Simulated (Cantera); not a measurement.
A Cantera script and its output.

```python
import numpy as np
import cantera as ct

gas = ct.Solution("gri30.yaml")
gas.TPX = 1650, 900000, {'CH4': 1, 'O2': 1.54, 'N2': 5.78, 'CO2': 0.15}
reactor = ct.IdealGasReactor(gas, energy="on", clone=False)
net = ct.ReactorNet([reactor])
net.rtol, net.atol = 1e-08, 1e-16
show = ['CH4', 'O2', 'CO2', 'HCO', 'NO', 'HCN', 'O']
times = np.geomspace(1e-06, 3, 10)

steps = ct.SolutionArray(gas, extra=["t"])
rows = []
print(f"{'t/s':>10s}{'T/K':>9s}{'P/Pa':>11s}" + "".join(f"{s:>11s}" for s in show))
for t in times:
    while net.time < t:
        t_next = net.step()
        steps.append(gas.state, t=t_next)
    rows.append([np.interp(t, steps.t, y) for y in (steps.T, steps.P, *steps(*show).X.T)])
    print(f"{t:10.3e}{rows[-1][0]:9.1f}{rows[-1][1]:11.4g}" + "".join(f"{x:11.3e}" for x in rows[-1][2:]))
rate = np.gradient(steps.T, steps.t)
print("integrator steps:", len(steps.t))
if steps.T.max() > steps.T[0] + 200:
    print(f"time of steepest temperature rise: {steps.t[rate.argmax()]:.4e} s")
gas.TPX = 1650, 900000, {'CH4': 1, 'O2': 1.54, 'N2': 5.78, 'CO2': 0.15}
gas.equilibrate("UV")
print(f"equilibrium (UV): T = {gas.T:.1f} K  " + "  ".join(f"{s} {gas[s].X[0]:.3e}" for s in show))
```

It prints:

```
       t/s      T/K       P/Pa        CH4         O2        CO2        HCO         NO        HCN          O
 1.000e-06   1649.9      9e+05  1.180e-01  1.818e-01  1.771e-02  2.402e-11  3.060e-14  3.864e-16  4.225e-08
 5.244e-06   1649.8  8.999e+05  1.179e-01  1.818e-01  1.771e-02  1.775e-09  4.671e-13  1.665e-14  1.704e-07
 2.750e-05   1661.2  9.064e+05  1.147e-01  1.799e-01  1.771e-02  2.277e-07  1.853e-11  1.744e-12  1.131e-06
 1.442e-04   3149.9  1.859e+06  4.460e-12  4.642e-03  4.313e-02  1.162e-06  7.446e-03  1.238e-07  2.937e-03
 7.563e-04   3149.5  1.859e+06  4.472e-12  4.626e-03  4.311e-02  1.162e-06  7.540e-03  1.252e-07  2.929e-03
 3.966e-03   3149.5  1.859e+06  4.472e-12  4.626e-03  4.311e-02  1.162e-06  7.540e-03  1.252e-07  2.929e-03
 2.080e-02   3149.5  1.859e+06  4.472e-12  4.626e-03  4.311e-02  1.162e-06  7.540e-03  1.252e-07  2.929e-03
 1.091e-01   3149.5  1.859e+06  4.472e-12  4.626e-03  4.311e-02  1.162e-06  7.540e-03  1.252e-07  2.929e-03
 5.721e-01   3149.5  1.859e+06  4.472e-12  4.626e-03  4.311e-02  1.162e-06  7.540e-03  1.252e-07  2.929e-03
 3.000e+00   3149.5  1.859e+06  4.472e-12  4.626e-03  4.311e-02  1.162e-06  7.540e-03  1.252e-07  2.929e-03
integrator steps: 1893
time of steepest temperature rise: 5.6468e-05 s
equilibrium (UV): T = 3149.5 K  CH4 5.350e-12  O2 4.626e-03  CO2 4.311e-02  HCO 1.162e-06  NO 7.540e-03  HCN 1.252e-07  O 2.929e-03
```

Computed with Cantera and GRI-Mech 3.0 (53 species, 325 reactions). Above 3000 K some thermodynamic fits are extrapolated.
